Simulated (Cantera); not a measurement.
**Titanium nitride, carbide and oxide coatings: Ti(OiPr)₄ + CH₄**

Charge: 1 mol Ti(OiPr)₄, 0.1 mol CH₄, at 1700 K and 233 Torr.

Equilibrium computed with Cantera from the NASA thermochemical tables; the gas is ideal and each condensed phase is pure. Candidate condensed phases: C, C₆H₆, C₇H₈, C₈H₁₈, H₂O, Ti, TiC, TiO, TiO₂, Ti₂O₃, Ti₃O₅, Ti₄O₇; 113 gas species. The feed counts by its element totals alone. TiC: taken at fixed stoichiometry. Kinetics and transport are ignored.

```yaml
x(H₂): 0.780
x(CO): 0.220
x(H): 0.000234
x(CH₄): 0.000206
x(C₂H₂ (acetylene)): 5.72e-5
x(H₂O): 2.56e-5
x(CO₂): 2.11e-6
x(CH₃): 1.26e-6
n(C(graphite)): 7.09 mol
n(TiC(s)): 1.00 mol
gas_amount: 18.20 mol
log10 activity of Ti₂O₃(s) (absent): -4.89
log10 activity of Ti(β) (absent): -5.00
log10 activity of Ti₃O₅(s) (absent): -8.08
```
